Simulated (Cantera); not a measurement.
**ZrO2 + H2 + H2O (hydrogen reduction and annealing atmospheres)**

A closed system holds: 1 mol ZrO2, 3.6 mol H2, 0.049 mol H2O, at 0.280 bar.

Equilibrium computed with Cantera from the NASA thermochemical tables; the gas is ideal and each condensed phase is pure. Candidate condensed phases: H2O, Zr, ZrO2; 12 gas species. Rates play no part.

```tsv
T (°C)	x H2	x H2O	x H	x OH	x O	x ZrO2	n ZrO2(monoclinic)	n ZrO2(tetragonal)
1027	0.987	0.0134	2.08e-6	3.69e-10	<1e-12	<1e-12	1.00	0
1127	0.987	0.0134	9.13e-6	2.47e-9	<1e-12	<1e-12	1.00	0
1227	0.987	0.0134	3.30e-5	1.28e-8	<1e-12	<1e-12	0	1.00
1327	0.986	0.0134	0.000102	5.44e-8	4.68e-12	<1e-12	0	1.00
1427	0.986	0.0134	0.000277	1.95e-7	4.37e-11	<1e-12	0	1.00
1527	0.986	0.0134	0.000672	6.04e-7	3.19e-10	<1e-12	0	1.00
1627	0.985	0.0134	0.00149	1.67e-6	1.89e-9	1.02e-11	0	1.00
1727	0.984	0.0134	0.00305	4.15e-6	9.40e-9	1.18e-10	0	1.00
1827	0.981	0.0134	0.00583	9.47e-6	4.01e-8	1.09e-9	0	1.00
1927	0.976	0.0133	0.0105	2.01e-5	1.51e-7	8.11e-9	0	1.00
```
x: gas mole fraction; n: condensed amount in mol.

From 1027 °C to 1127 °C the condensed part is ZrO2(monoclinic). From 1227 °C to 1927 °C the condensed part is ZrO2(tetragonal).
